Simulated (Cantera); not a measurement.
**Thermodynamics of nitride etching, feed Si₃N₄ + H₂O**

A closed system holds: 1 mol Si₃N₄, 16 mol H₂O, at 84.0 mbar.

Method: chemical equilibrium by Gibbs-energy minimisation in Cantera with the NASA 1993 tables (ideal gas, pure condensed phases). Candidate condensed phases: H₂O, Si, SiO₂, Si₂N₂O, Si₃N₄; 35 gas species. The tables hold silica as quartz up to 1696 K and as liquid above; real silica turns to tridymite and cristobalite and melts near 1996 K. Gases not in the tables: Si(OH)₄. Equilibrium is a limit: real reactors are often held back by kinetics, nucleation or transport.

| T (°C) | x H₂O | x H₂ | x N₂ | x H | x SiO | n SiO₂(α-quartz) | n SiO₂(β-quartz) | n SiO₂(condensed) | n SiO₂(l) |
|---|---|---|---|---|---|---|---|---|---|
| 452 | 0.556 | 0.333 | 0.111 | <1e-12 | <1e-12 | 3.00 | 0 | 0 | 0 |
| 552 | 0.556 | 0.333 | 0.111 | 1.58e-11 | <1e-12 | 3.00 | 0 | 0 | 0 |
| 652 | 0.556 | 0.333 | 0.111 | 5.19e-10 | <1e-12 | 0 | 3.00 | 0 | 0 |
| 752 | 0.556 | 0.333 | 0.111 | 8.68e-9 | <1e-12 | 0 | 3.00 | 0 | 0 |
| 852 | 0.556 | 0.333 | 0.111 | 8.85e-8 | <1e-12 | 0 | 3.00 | 0 | 0 |
| 952 | 0.556 | 0.333 | 0.111 | 6.21e-7 | <1e-12 | 0 | 3.00 | 0 | 0 |
| 1052 | 0.556 | 0.333 | 0.111 | 3.26e-6 | 3.89e-11 | 0 | 3.00 | 0 | 0 |
| 1152 | 0.556 | 0.333 | 0.111 | 1.36e-5 | 1.24e-9 | 0 | 3.00 | 0 | 0 |
| 1252 | 0.556 | 0.333 | 0.111 | 4.71e-5 | 2.49e-8 | 0 | 3.00 | 0 | 0 |
| 1352 | 0.556 | 0.333 | 0.111 | 0.000141 | 3.42e-7 | 0 | 3.00 | 0 | 0 |
| 1452 | 0.555 | 0.333 | 0.111 | 0.000370 | 3.39e-6 | 0 | 0 | 3.00 | 0 |
| 1552 | 0.555 | 0.333 | 0.111 | 0.000877 | 2.53e-5 | 0 | 0 | 3.00 | 0 |
| 1652 | 0.555 | 0.332 | 0.111 | 0.00190 | 0.000152 | 0 | 0 | 3.00 | 0 |
| 1752 | 0.554 | 0.330 | 0.111 | 0.00381 | 0.000751 | 0 | 0 | 0 | 2.99 |
x: gas mole fraction; n: condensed amount in mol.

From 452 °C to 552 °C the condensed part is SiO₂(α-quartz). From 652 °C to 1352 °C the condensed part is SiO₂(β-quartz). From 1452 °C to 1652 °C the condensed part is SiO₂(condensed). At 1752 °C the condensed part is SiO₂(l).
